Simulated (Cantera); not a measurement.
A closed system holds: 1 mol SO2, 0.11 mol H2O, 2.9 mol H2, held at 798 K and 130 Pa.

Equilibrium computed with Cantera from the NASA thermochemical tables; the gas is ideal and each condensed phase is pure. Candidate condensed phases: H2O, H2SO4, S; 19 gas species. Gases not in the tables: S3 to S7. Rates play no part.

Base state: H2O 0.681, H2S 0.270, S2 0.0263, H2 0.0223, SO2 0.000672, S2O 2.11e-5 (mole fractions); condensed: gas only.

Q: What changes in the equilibrium state with this change: temperature from 798 K to 673 K?

A: 
```csv
species,before,after
H2O,0.681,0.687
H2S,0.270,0.293
S2,0.0263,0.0160
H2,0.0223,0.00260
SO2,0.000672,0.00104
S2O,2.11e-5,2.03e-5
```

Q: What changes in the equilibrium state with this change: temperature from 798 K to 1798 K?

A: 
```tsv
species	before	after
H2	0.0223	0.421
H2O	0.681	0.374
SO2	0.000672	0.0791
H2S	0.270	0.00435
SO	8.92e-8	0.0327
S2	0.0263	0.0692
H	<1e-9	0.00634
S	<1e-9	0.00533
```
